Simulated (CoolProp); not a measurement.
Vapour-liquid equilibrium of cyclopentane (1) + octamethylcyclotetrasiloxane (D4) (2) at 54.95 °C; x and y are mole fractions of (1).

Model: multi-fluid Helmholtz-energy mixture model, Gedanitz 2015 and Thol 2015; pair parameters Bell 2016, in CoolProp.

| x | bubble pressure (MPa) | y at the bubble point | dew pressure at overall composition x (MPa) | liquid density (mol/L) |
|---|---|---|---|---|
| 0.05 | (withheld) | 0.829 | 0.001014 | 3.217 |
| 0.125 | 0.01232 | 0.931 | 0.001100 | 3.425 |
| 0.2 | 0.01962 | 0.960 | 0.001202 | 3.656 |
| 0.275 | 0.02732 | 0.974 | 0.001325 | 3.916 |
| 0.35 | (withheld) | 0.982 | (withheld) | 4.208 |
| 0.425 | (withheld) | (withheld) | 0.001665 | 4.539 |
| 0.5 | 0.05301 | 0.991 | 0.001910 | 4.919 |
| 0.575 | 0.06247 | 0.993 | 0.002240 | 5.357 |
| 0.65 | 0.07238 | 0.995 | 0.002707 | 5.869 |
| 0.725 | 0.08273 | 0.997 | 0.003420 | 6.475 |
| 0.8 | 0.09345 | (withheld) | 0.004643 | 7.202 |
| 0.875 | 0.1044 | 0.999 | 0.007229 | 8.093 |
| 0.95 | 0.1151 | 1.000 | (withheld) | 9.208 |

**Question.** Some entries are withheld; supply them.

**Answer.** 
- 0.05, bubble pressure (MPa): 0.005395
- 0.35, bubble pressure (MPa): 0.03545
- 0.35, dew pressure at overall composition x (MPa): 0.001476
- 0.425, bubble pressure (MPa): 0.04400
- 0.425, y at the bubble point: 0.987
- 0.8, y at the bubble point: 0.998
- 0.95, dew pressure at overall composition x (MPa): 0.01633

No azeotrope shows between x = 0.05 and 0.95.

The pair parameters rest on a limited set of measurements; away from them the model extrapolates.
